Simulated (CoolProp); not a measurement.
The numbers come from the reference Helmholtz-energy equation of state, Zhou 2012 in CoolProp.

Question: For o-xylene, give the phase and the cp (kJ/(kg K)), viscosity (µPa s), conductivity (mW/(m K)) at 172.65 °C and 0.101 MPa; 201.35 °C and 0.101 MPa; 218.55 °C and 0.101 MPa.

Answer: 
- 172.65 °C and 0.101 MPa: gas; cp 1.82, viscosity 9.64, conductivity 26.7
- 201.35 °C and 0.101 MPa: gas; cp 1.91, viscosity 10.3, conductivity 29.5
- 218.55 °C and 0.101 MPa: gas; cp 1.95, viscosity 10.6, conductivity 31.2

Viscosity comes from a separate model (Cao 2016). Thermal conductivity comes from a separate model (Mylona 2014).
